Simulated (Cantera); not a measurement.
**Thermodynamics of metals in furnace atmospheres, feed Cu + O₂ + H₂**

Charge: 1 mol Cu, 2.4 mol O₂, 1.3 mol H₂, held at 698 K and 2400 Pa.

These are equilibrium values from Cantera (NASA tables, ideal gas, pure condensed phases), not measurements of a reactor. Candidate condensed phases: Cu, CuO, Cu(OH)₂, Cu₂O, H₂O; 12 gas species. Equilibrium is a limit: real reactors are often held back by kinetics, nucleation or transport.

* **x(H₂O)**: 0.510
* **x(O₂)**: 0.490
* **n(CuO(s))**: 1.00 mol
* **gas amount**: 2.550 mol
* **log10 activity of Cu(OH)₂(s) (absent)**: -4.14
* **log10 activity of Cu(s) (absent)**: -5.94
